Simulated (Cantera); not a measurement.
Cantera run, input and output.

```python
import numpy as np
import cantera as ct

gas = ct.Solution("gri30.yaml")
gas.TPX = 600, 13332, {'CO': 1, 'H2': 0.35, 'O2': 0.614, 'N2': 2.31}
flame = ct.FreeFlame(gas, width=0.16)
flame.set_refine_criteria(ratio=3, slope=0.08, curve=0.16)
flame.transport_model = "mixture-averaged"
flame.solve(loglevel=0, auto=True)
z, T = flame.grid, flame.T
thick = (T[-1] - T[0]) / np.gradient(T, z).max()
show = ['CO', 'H2', 'O2', 'H2O2', 'N2O', 'NO']
print(f"laminar burning velocity  {flame.velocity[0] * 100:.3f} cm/s")
print(f"burnt temperature         {T[-1]:.1f} K")
print(f"thermal thickness         {thick * 1e3:.4f} mm")
print(f"grid points               {len(z)}")
z0 = z[flame.heat_release_rate.argmax()]
print(f"{'z/mm':>9s}{'T/K':>9s}{'u/(m/s)':>9s}" + "".join(f"{s:>11s}" for s in show))
rows = []
for k in (-3, -2, -1.5, -1, -0.5, -0.25, 0, 0.25, 0.5, 1, 2, 4, 8):
    zz = z0 + k * thick
    rows.append([k * thick, np.interp(zz, z, T), np.interp(zz, z, flame.velocity),
                 *(np.interp(zz, z, flame.X[gas.species_index(s)]) for s in show)])
    print(f"{rows[-1][0] * 1e3:9.3f}{rows[-1][1]:9.1f}{rows[-1][2]:9.3f}" + "".join(f"{x:11.3e}" for x in rows[-1][3:]))
```

Result:

```
laminar burning velocity  310.473 cm/s
burnt temperature         2396.0 K
thermal thickness         9.5012 mm
grid points               159
     z/mm      T/K  u/(m/s)         CO         H2         O2       H2O2        N2O         NO
  -28.504    600.0    3.105  2.340e-01  8.189e-02  1.437e-01  9.720e-16 -1.108e-19 -5.681e-15
  -19.002    600.0    3.105  2.340e-01  8.189e-02  1.437e-01  1.101e-15 -1.106e-19 -5.681e-15
  -14.252    600.0    3.105  2.340e-01  8.189e-02  1.437e-01  4.292e-15 -1.075e-19 -5.681e-15
   -9.501    600.0    3.105  2.340e-01  8.189e-02  1.437e-01  5.876e-12  1.189e-18 -5.680e-15
   -4.751    601.4    3.111  2.340e-01  8.158e-02  1.436e-01  3.680e-07  5.326e-15  1.040e-13
   -2.375    680.0    3.502  2.317e-01  7.511e-02  1.411e-01  1.147e-06  2.597e-12  6.436e-10
    0.000   1057.7    5.368  2.039e-01  3.008e-02  1.081e-01  4.264e-07  2.506e-09  4.271e-07
    2.375   1367.2    6.809  1.418e-01  9.519e-03  5.954e-02  2.800e-07  1.294e-08  4.863e-06
    4.751   1510.1    7.409  1.125e-01  1.099e-02  4.620e-02  2.020e-07  1.254e-08  1.145e-05
    9.501   1645.4    7.982  1.065e-01  1.178e-02  4.206e-02  1.340e-07  1.299e-08  2.261e-05
   19.002   1787.5    8.581  1.079e-01  1.139e-02  4.051e-02  7.793e-08  1.463e-08  3.776e-05
   38.005   1937.6    9.195  1.057e-01  1.037e-02  3.782e-02  4.276e-08  1.683e-08  6.045e-05
   76.010   2084.6    9.780  9.985e-02  8.998e-03  3.400e-02  2.512e-08  2.086e-08  1.155e-04
```

Computed with Cantera and GRI-Mech 3.0 (53 species, 325 reactions). Burning velocities carry a grid error of a few per cent, more on coarse grids.
